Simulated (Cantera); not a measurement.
A closed system holds: 1 mol Ta2O5, 2.7 mol CH4, 1.3 mol H2, equilibrated at 1050 K.

Cantera equilibrium calculation (NASA polynomials, part measured and part estimated; ideal gas, pure solids and liquids). Candidate condensed phases: C, C6H6, C7H8, C8H18, H2O, Ta, TaC, Ta2O5; 113 gas species. Mutual solubility and eutectic melting of coexisting phases are not modelled. TaC: taken at fixed stoichiometry. Condensed phases not in the tables: Ta2C. Rates play no part.

x: gas mole fraction; n: condensed amount in mol.

| P (Pa) | x H2 | x CH4 | x CO | x H2O | x CO2 | x C2H6 | x C2H4 | n TaC(s) | n Ta2O5(s) | n C(graphite) |
|---|---|---|---|---|---|---|---|---|---|---|
| 10 | 0.776 | 1.59e-7 | 0.223 | 6.85e-5 | 2.32e-5 | <1e-12 | <1e-12 | 0.772 | 0.614 | 0 |
| 36 | 0.776 | 1.43e-6 | 0.223 | 9.87e-5 | 3.35e-5 | <1e-12 | 2.10e-12 | 0.772 | 0.614 | 0 |
| 130 | 0.776 | 1.29e-5 | 0.223 | 0.000142 | 4.83e-5 | <1e-12 | 4.75e-11 | 0.772 | 0.614 | 0 |
| 460 | 0.776 | 0.000112 | 0.223 | 0.000204 | 6.93e-5 | [?] | 1.02e-9 | 0.772 | 0.614 | 0 |
| 1700 | 0.901 | 0.000790 | 0.0980 | 0.000272 | 3.49e-5 | [?] | 1.01e-8 | 0.292 | 0.854 | 1.68 |
| 6000 | 0.969 | 0.00322 | 0.0278 | 0.000293 | 9.88e-6 | [?] | 4.14e-8 | 0.0771 | 0.961 | 2.41 |
| 22000 | 0.980 | 0.0121 | 0.00757 | 0.000296 | 2.70e-6 | [?] | 1.55e-7 | 0.0210 | 0.989 | 2.55 |
| 77000 | 0.957 | 0.0404 | 0.00216 | 0.000289 | 7.70e-7 | [?] | 5.18e-7 | 0.00633 | 0.997 | 2.42 |
| 280000 | 0.876 | 0.123 | 0.000595 | 0.000265 | 2.12e-7 | [?] | 1.58e-6 | 0.00205 | 0.999 | 1.96 |
| 1000000 | 0.711 | 0.289 | 0.000167 | 0.000215 | 5.93e-8 | [?] | 3.71e-6 | 0.000793 | 1.000 | 1.20 |

Q: Some entries are withheld; supply them.

A: 
- 460, x C2H6: 4.37e-12
- 1700, x C2H6: 1.86e-10
- 6000, x C2H6: 2.88e-9
- 22000, x C2H6: 4.01e-8
- 77000, x C2H6: 4.57e-7
- 280000, x C2H6: 4.64e-6
- 1000000, x C2H6: 3.16e-5
